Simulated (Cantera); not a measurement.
Source: NASA polynomial tables (part measured, part estimated), evaluated in Cantera. Values are per mole of reaction as written; species without (g) are pure solids or liquids, kept so even where they would boil at 1 bar.

H₂O(g) + 3 Ti₄O₇ → 2 OH(g) + 4 Ti₃O₅

```json
[
 {"T (K)": "300", "ΔH° (kJ)": "(withheld)", "ΔS° (J/K)": "(withheld)", "ΔG° (kJ)": "(withheld)", "log10 K": "(withheld)", "condensed phases": "Ti₄O₇(s), Ti₃O₅(s)"},
 {"T (K)": "2323", "ΔH° (kJ)": "(withheld)", "ΔS° (J/K)": "(withheld)", "ΔG° (kJ)": "(withheld)", "log10 K": "(withheld)", "condensed phases": "Ti₄O₇(l), Ti₃O₅(l)"},
 {"T (K)": "2373", "ΔH° (kJ)": "764.0", "ΔS° (J/K)": "203.6", "ΔG° (kJ)": "281.0", "log10 K": "-6.19", "condensed phases": "Ti₄O₇(l), Ti₃O₅(l)"},
 {"T (K)": "2423", "ΔH° (kJ)": "763.2", "ΔS° (J/K)": "203.2", "ΔG° (kJ)": "270.8", "log10 K": "-5.84", "condensed phases": "Ti₄O₇(l), Ti₃O₅(l)"},
 {"T (K)": "2473", "ΔH° (kJ)": "(withheld)", "ΔS° (J/K)": "(withheld)", "ΔG° (kJ)": "(withheld)", "log10 K": "(withheld)", "condensed phases": "Ti₄O₇(l), Ti₃O₅(l)"},
 {"T (K)": "2523", "ΔH° (kJ)": "(withheld)", "ΔS° (J/K)": "(withheld)", "ΔG° (kJ)": "(withheld)", "log10 K": "(withheld)", "condensed phases": "Ti₄O₇(l), Ti₃O₅(l)"}
]
```

Problem. Fill in the missing entries.

Solution. 
- 300, ΔH° (kJ): 697.5
- 300, ΔS° (J/K): 99.9
- 300, ΔG° (kJ): 667.5
- 300, log10 K: -116.22
- 2323, ΔH° (kJ): 764.8
- 2323, ΔS° (J/K): 203.9
- 2323, ΔG° (kJ): 291.2
- 2323, log10 K: -6.55
- 2473, ΔH° (kJ): 762.4
- 2473, ΔS° (J/K): 202.9
- 2473, ΔG° (kJ): 260.7
- 2473, log10 K: -5.51
- 2523, ΔH° (kJ): 761.6
- 2523, ΔS° (J/K): 202.6
- 2523, ΔG° (kJ): 250.5
- 2523, log10 K: -5.19
